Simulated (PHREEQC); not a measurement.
A made-up water analysis in mg/L, 4.8 °C, pH 6.45, pe 2.7:

| constituent | mg/L |
|---|---|
| Na | 0.166 |
| K | 0.0294 |
| Ca | 0.928 |
| Mg | 0.0122 |
| Cl | 0.567 |
| S(6) as SO4 | 1.32 |
| Alkalinity as HCO3 | 0.89 |
| Si as SiO2 | 0.0612 |
| Zn | 0.071 |
| Fe(2) | 0.0143 |

Valence states are taken as typed.

Model: ion-association model, wateq4f.dat, run in PHREEQC.

| quantity | before | after |
|---|---|---|
| CO2 (mol/kgw) | 1.73e-5 | 0.000183 |
| HCO3- (mol/kgw) | 1.49e-5 | 1.78e-5 |
| CaSO4 (mol/kgw) | 4.72e-8 | 4.71e-8 |
| ZnSO4 (mol/kgw) | 2.69e-9 | 2.69e-9 |
| CaHCO3+ (mol/kgw) | 2.61e-9 | 3.10e-9 |
| ZnHCO3+ (mol/kgw) | 1.94e-9 | 2.31e-9 |
| SI of Quartz (SiO2) | -1.69 | -1.69 |

Question: What was changed between the two runs?
(A) temperature from 4.8 to 50 °C at the same typed pH
(B) all concentrations times 4 at the same typed pH
(C) Fe(2) from 0.0143 to 0.0286 mg/L
(D) pH from 6.45 to 5.5 at the same alkalinity
(E) pH from 6.45 to 6.15 at the same alkalinity

Answer: D, pH from 6.45 to 5.5 at the same alkalinity

No solid was allowed to form. Constants without temperature data keep their 25 °C values here.
